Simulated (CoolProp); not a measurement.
Properties of octamethyltrisiloxane (MDM) at several states.

The numbers come from the reference Helmholtz-energy equation of state, Thol 2017 in CoolProp.

```json
[
 {"T (°C)": "64.55", "p (bar)": "0.202", "phase": "liquid", "cp (kJ/(kg K))": "1.878", "expansivity (1/kK)": "1.350"},
 {"T (°C)": "-57.75", "p (bar)": "0.409", "phase": "liquid", "cp (kJ/(kg K))": "1.647", "expansivity (1/kK)": "1.088"},
 {"T (°C)": "184.55", "p (bar)": "0.287", "phase": "gas", "cp (kJ/(kg K))": "1.835", "expansivity (1/kK)": "2.312"},
 {"T (°C)": "-6.55", "p (bar)": "2.73", "phase": "liquid", "cp (kJ/(kg K))": "1.717", "expansivity (1/kK)": "1.158"}
]
```
